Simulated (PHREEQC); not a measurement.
PHREEQC input (Pitzer model, pitzer.dat):

```
SOLUTION 1
  temp 75
  units mol/kgw
  pH 7 charge
  S(6) 0.093
  Mg 0.093
  Cl 0.098
  Na 0.098
END
USE solution 1
INCREMENTAL_REACTIONS false
REACTION 1
  H2O -1
  0 9.886 18.011 24.689 30.178 34.689 38.397 41.444
  43.949 46.007 47.699 49.089 50.232 51.172 51.944 52.578
  53.1 53.528 53.88 54.17 54.408 54.603 54.764 54.896
  55.005 55.094 55.168 55.228 moles
EQUILIBRIUM_PHASES 1
  Bischofite 0 0
  Bloedite 0 0
  Brucite 0 0
  Epsomite 0 0
  Halite 0 0
  Hexahydrite 0 0
  Kieserite 0 0
  Mirabilite 0 0
  Thenardite 0 0
  MgCl2_4H2O 0 0
SELECTED_OUTPUT 1
  -reset false
  -pH true
  -pe true
  -ionic_strength true
  -water true
  -activities H2O
  -totals Cl Mg Na S
  -molalities H+ Na+ Mg+2 Cl- SO4-2 OH- HSO4- MgOH+
  -equilibrium_phases Bischofite Bloedite Brucite Epsomite Halite Hexahydrite Kieserite Mirabilite Thenardite MgCl2_4H2O
PRINT
  -reset false
END
```

Selected output (columns that matter, 13 of 28 rows; water left (kg) added in front):

```
water left (kg)	pH	mu	Cl	Mg	Na	S	m_H+	m_Na+	m_Mg+2	m_Cl-	la_H2O	Halite	Kieserite	Thenardite
1	6.312	0.46999	0.098	0.093	0.098	0.093	7.7154e-07	0.098	0.092997	0.098	-0.0021987	0	0	0
0.675514	6.2853	0.69576	0.14507	0.13767	0.14507	0.13767	8.6139e-07	0.14507	0.13767	0.14507	-0.0032164	0	0	0
0.456313	6.2487	1.03	0.21476	0.20381	0.21476	0.20381	9.7743e-07	0.21476	0.2038	0.21476	-0.0047294	0	0	0
0.253345	6.166	1.8552	0.38682	0.36709	0.38682	0.36709	1.2174e-06	0.38682	0.36708	0.38682	-0.0085668	0	0	0
0.171138	6.0815	2.7463	0.57264	0.54342	0.57264	0.54342	1.4323e-06	0.57264	0.54341	0.57264	-0.012981	0	0	0
0.115613	5.9582	4.0653	0.84766	0.80441	0.84766	0.80441	1.6905e-06	0.84766	0.8044	0.84766	-0.020238	0	0	0
0.0641769	5.6461	7.3235	1.527	1.4491	1.527	1.4491	2.0611e-06	1.527	1.4491	1.527	-0.042736	0	0	0
0.0433504	5.2931	10.842	2.2606	2.1453	2.2606	2.1453	2.0543e-06	2.2606	2.1453	2.2606	-0.074658	0	0	0
0.029298	4.7467	16.042	3.3449	3.1743	3.3449	3.1743	1.4882e-06	3.3449	3.1742	3.3449	-0.13441	0	0	0
0.0192754	4.4023	15.78	5.0842	3.3557	3.266	2.4466	1.913e-06	3.266	3.3557	5.0842	-0.17132	0	0.028318	0.017523
0.0124407	4.3776	15.586	5.2856	3.3211	3.2962	2.3264	1.9879e-06	3.2962	3.321	5.2856	-0.17438	0.032243	0.051683	0.012375
0.00611707	4.3776	15.586	5.2856	3.3211	3.2962	2.3264	1.9879e-06	3.2962	3.321	5.2856	-0.17438	0.065668	0.072685	0.0060846
0.00354929	4.3776	15.586	5.2856	3.3211	3.2962	2.3264	1.9879e-06	3.2962	3.321	5.2856	-0.17438	0.07924	0.081212	0.0035304
```

Away from 25 °C the constants follow the database's enthalpies or fits; those with neither stay at their 25 °C values.
